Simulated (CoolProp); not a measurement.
Vapour pressure (MPa) of n-heptane: the reference equation beside estimates from Tc = 268.1 °C, pc = 2.774 MPa, ω = 0.349.

The numbers come from the reference Helmholtz-energy equation of state, Span 2003 in CoolProp. It is a short technical equation, of lower accuracy than the large ones.

```csv
T (°C),reference,van der Waals,Soave-Redlich-Kwong,Peng-Robinson
117.05,0.1701,0.6452,0.1694,0.1686
121.95,0.1930,0.6865,0.1925,0.1913
126.75,0.2177,0.7285,0.2175,0.2159
131.65,0.2454,0.7731,0.2455,0.2434
136.45,0.2750,0.8184,[?],0.2729
141.35,[?],0.8664,0.3090,0.3058
146.15,0.3431,0.9151,0.3447,0.3409
151.05,0.3821,0.9666,0.3843,[?]
155.85,0.4234,[?],0.4264,0.4211
160.75,0.4689,1.074,0.4728,0.4668
165.55,0.5171,1.130,0.5219,0.5151
```

Q: What belongs in the gaps?

A: 
- 136.45, Soave-Redlich-Kwong: 0.2755
- 141.35, reference: 0.3080
- 151.05, Peng-Robinson: 0.3798
- 155.85, van der Waals: 1.019

Absolute difference from the reference over all 11 rows, mean and median: van der Waals 188.3 and 181.3 %, Soave-Redlich-Kwong 0.4 and 0.4 %, Peng-Robinson 0.7 and 0.7 %.
